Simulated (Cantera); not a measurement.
A freely propagating, adiabatic, planar premixed flame of H₂ : O₂ : N₂ = 1 : 0.562 : 2.11 (molar parts), unburnt at 300 K and 1.00 atm; unity-Lewis-number transport, grid criteria slope 0.08 and curve 0.16, no radiation.

Computed with Cantera and the H2/O2 subset of GRI-Mech 3.0, which has no nitrogen chemistry. Unity Lewis numbers drop preferential diffusion, which matters most where H2 and H carry the flame. Burning velocities carry a grid error of a few per cent, more on coarse grids.

Problem. Predict: laminar burning velocity; thermal thickness; peak x(OH); peak x(H); peak x(HO₂).

Solution. 
- laminar burning velocity: 153 cm/s
- thermal thickness: 0.292 mm
- peak x(OH): 0.0145
- peak x(H): 0.0426
- peak x(HO₂): 0.000340
